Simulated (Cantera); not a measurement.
An adiabatic, constant-volume homogeneous reactor starts with 3.99 % C3H8, 20.2 % O2, 75.8 % N2, at 1500 K and 150 Torr.

Model: GRI-Mech 3.0 (53 species, 325 reactions), integrated in Cantera. GRI-Mech 3.0 was tuned for natural gas; its chemistry of propane as a main component is partial and can be far from experiment.

x: mole fraction; the columns are a selection and need not sum to one.

```json
[
 {"t (s)": "1.00e-6", "T (K)": "1500", "P (bar)": "0.200", "x C3H8": "0.0399", "x O2": "0.202", "x HO2": "1.39e-6", "x H2": "6.81e-7", "x H2O": "3.37e-8", "x CH2CO": "<1e-12"},
 {"t (s)": "5.41e-6", "T (K)": "1498", "P (bar)": "0.200", "x C3H8": "0.0396", "x O2": "0.201", "x HO2": "2.93e-5", "x H2": "3.60e-5", "x H2O": "8.58e-6", "x CH2CO": "(withheld)"},
 {"t (s)": "2.93e-5", "T (K)": "1487", "P (bar)": "0.199", "x C3H8": "0.0377", "x O2": "0.200", "x HO2": "0.000153", "x H2": "0.000572", "x H2O": "0.000432", "x CH2CO": "(withheld)"},
 {"t (s)": "0.000159", "T (K)": "1530", "P (bar)": "0.210", "x C3H8": "0.0172", "x O2": "0.183", "x HO2": "0.000425", "x H2": "0.0102", "x H2O": "0.0121", "x CH2CO": "(withheld)"},
 {"t (s)": "0.000860", "T (K)": "2737", "P (bar)": "0.408", "x C3H8": "<1e-12", "x O2": "0.0321", "x HO2": "4.61e-6", "x H2": "0.0201", "x H2O": "0.100", "x CH2CO": "<1e-12"},
 {"t (s)": "0.00465", "T (K)": "2782", "P (bar)": "0.413", "x C3H8": "<1e-12", "x O2": "0.0281", "x HO2": "4.98e-6", "x H2": "0.0196", "x H2O": "0.103", "x CH2CO": "<1e-12"},
 {"t (s)": "0.0252", "T (K)": "2781", "P (bar)": "0.413", "x C3H8": "<1e-12", "x O2": "0.0277", "x HO2": "4.92e-6", "x H2": "0.0197", "x H2O": "0.103", "x CH2CO": "<1e-12"},
 {"t (s)": "0.136", "T (K)": "2781", "P (bar)": "0.413", "x C3H8": "<1e-12", "x O2": "0.0277", "x HO2": "4.92e-6", "x H2": "0.0197", "x H2O": "0.103", "x CH2CO": "<1e-12"},
 {"t (s)": "0.739", "T (K)": "2781", "P (bar)": "0.413", "x C3H8": "<1e-12", "x O2": "0.0277", "x HO2": "4.92e-6", "x H2": "0.0197", "x H2O": "0.103", "x CH2CO": "<1e-12"},
 {"t (s)": "4.00", "T (K)": "2781", "P (bar)": "0.413", "x C3H8": "<1e-12", "x O2": "0.0277", "x HO2": "4.92e-6", "x H2": "0.0197", "x H2O": "0.103", "x CH2CO": "<1e-12"}
]
```

Complete the blanks.


- 5.41e-6, x CH2CO: 4.67e-9
- 2.93e-5, x CH2CO: 3.68e-6
- 0.000159, x CH2CO: 0.000982
